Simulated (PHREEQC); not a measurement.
**Nickel, zinc or cadmium bath: speciation**

Make-up at 25 °C: 0.01 mol/kgw ZnSO4 and 0.026 mol/kgw MnSO4. Closed to the air; pH follows from the charge balance.

Model: ion-association model, phreeqc.dat, run in PHREEQC.

Each row changes one thing in this solution. No solid was allowed to form.

| case | pH | ionic strength (mol/kgw) | SO4-2 (mol/kgw) | Mn+2 (mol/kgw) | MnSO4 (mol/kgw) | Zn+2 (mol/kgw) |
|---|---|---|---|---|---|---|
| as made | 5.92 | 0.0866 | 0.0210 | 0.0163 | 0.00970 | 0.00534 |
| 0.0041 mol/kgw CaCl2 added | 5.89 | 0.0962 | 0.0205 | 0.0167 | 0.00908 | 0.00556 |
| diluted 2-fold with water | 5.97 | 0.0474 | 0.0117 | 0.00884 | 0.00416 | 0.00302 |
| temperature from 25 to 45 °C | 5.66 | 0.0796 | 0.0193 | 0.0146 | 0.0114 | 0.00528 |

Complexes and solids missing from the database can't appear. At this temperature some constants are extrapolated from 25 °C, and those without enthalpy data are left unchanged.
